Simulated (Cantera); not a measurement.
Input (Python, Cantera) and output of one run.

```python
import numpy as np
import cantera as ct

gas_names = """
    CL CLO CL2 H HCL HOCL HO2 H2 H2O H2O2 O OH O2 O3 Ti TiCL TiCL2 TiCL3 TiCL4 TiO TiOCL TiOCL2 TiO2
""".split()
cond_names = """
    H2O(s) H2O(L) Ti(a) Ti(b) Ti(L) TiCL2(s) TiCL3(s) TiCL4(L) TiO(a) TiO(b) TiO(L) TiO2(ru) TiO2(L)
    Ti2O3(a) Ti2O3(b) Ti2O3(L) Ti3O5(a) Ti3O5(b) Ti3O5(L) Ti4O7(s) Ti4O7(L)
""".split()


def load(file, names, dense=False):
    # The tables refer to 1 bar. Condensed volumes are neglected.
    table = {s.name: s for s in ct.Species.list_from_file(file)}
    out = []
    for n in names:
        d = dict(table[n].input_data)
        d["thermo"] = dict(d["thermo"], **{"reference-pressure": 1e5})
        if dense:
            d["equation-of-state"] = {"model": "constant-volume", "density": "1e6 g/cm^3"}
        out.append(ct.Species.from_dict(d))
    return out


gas = ct.Solution(thermo="ideal-gas", species=load("nasa_gas.yaml", gas_names))
cond = {s.name: ct.Solution(thermo="fixed-stoichiometry", species=[s], name=s.name)
        for s in load("nasa_condensed.yaml", cond_names, dense=True)}
atoms = {
    'TiCl4': {'Ti': 1, 'CL': 4},
    'O2': {'O': 2},
    'H2': {'H': 2},
}
top_T = {'TiCL2(s)': 1300, 'TiCL3(s)': 1000}  # K; cautious upper limits of use, not melting points


def equilibrate(T, P, feed):
    n = {}
    for name, mol in feed.items():
        for a, k in atoms[name].items():
            n[a] = n.get(a, 0.0) + k * mol
    gas.TPX = T, P, n
    mass = sum(n.values()) * gas.mean_molecular_weight
    gas.equilibrate("TP")
    valid = [c for c in cond.values() if c.min_temp <= T <= top_T.get(c.name, c.max_temp)]
    mix = ct.Mixture([(gas, mass / gas.mean_molecular_weight)] + [(c, 0.0) for c in valid])
    mix.T, mix.P = T, P
    mix.equilibrate("TP", solver="vcs", rtol=1e-11, max_steps=5000)
    return mix


results = []
feed = {'TiCl4': 1, 'O2': 2.6, 'H2': 12}  # mol
T = 1923  # K
P = 133.322  # Pa
mix = equilibrate(T, P, feed)
results.append((T, P, feed, dict(zip(mix.species_names, mix.species_moles))))
print(gas.report(threshold=0.001))
for i in range(1, mix.n_phases):
    print(f"{mix.phase(i).name:16s} {mix.phase_moles(i):12.5e} mol")
```

Result:

```
       temperature   1923 K
          pressure   133.32 Pa
           density   0.00012768 kg/m^3
  mean mol. weight   15.312 kg/kmol
   phase of matter   gas

                          1 kg             1 kmol
                     ---------------   ---------------
          enthalpy       -1.3173e+06        -2.017e+07  J
   internal energy       -2.3614e+06       -3.6159e+07  J
           entropy             18565        2.8427e+05  J/K
    Gibbs function       -3.7017e+07       -5.6682e+08  J
 heat capacity c_p            2472.9             37865  J/K
 heat capacity c_v            1929.9             29550  J/K

                      mass frac. Y      mole frac. X     chem. pot. / RT
                     ---------------   ---------------   ---------------
                CL          0.017884          0.007725           -26.509
                 H         0.0011701          0.017775           -13.361
               HCL           0.65291           0.27422            -39.87
                H2          0.062496           0.47468           -26.721
               H2O           0.26449           0.22481           -50.537
     [  +18 minor]         0.0010467        0.00078909

Ti(b)             0.00000e+00 mol
TiCL4(L)          0.00000e+00 mol
TiO(b)            0.00000e+00 mol
TiO2(ru)          9.99437e-01 mol
Ti2O3(b)          0.00000e+00 mol
Ti3O5(b)          0.00000e+00 mol
Ti4O7(s)          0.00000e+00 mol
```

These are equilibrium values from Cantera (NASA tables, ideal gas, pure condensed phases), not measurements of a reactor.
